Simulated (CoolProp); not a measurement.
Properties of octamethyltrisiloxane (MDM) at several states (Tc = 565.4 K, pc = 1438 kPa, ω = 0.528).

Computed with CoolProp (reference Helmholtz-energy equation of state, Thol 2017).

```csv
T (K),p (kPa),phase,Z,cp (kJ/(kg K)),cv (kJ/(kg K)),expansivity (1/kK),fugacity coefficient
433.7,37.6,gas,0.9756,1.777,1.736,2.528,0.9762
544.9,150,gas,0.9585,2.046,2.001,…,0.9601
542,816,gas,0.7036,2.248,2.042,6.798,…
456.9,16.7,gas,0.9912,1.830,1.793,2.262,0.9913
249,124,liquid,…,1.687,…,1.130,…
```

### Question
Complete the blanks.

### Answer

- 544.9, expansivity (1/kK): 2.155
- 542, fugacity coefficient: 0.7773
- 249, Z: 0.01640
- 249, cv (kJ/(kg K)): 1.378
- 249, fugacity coefficient: 7.163e-5
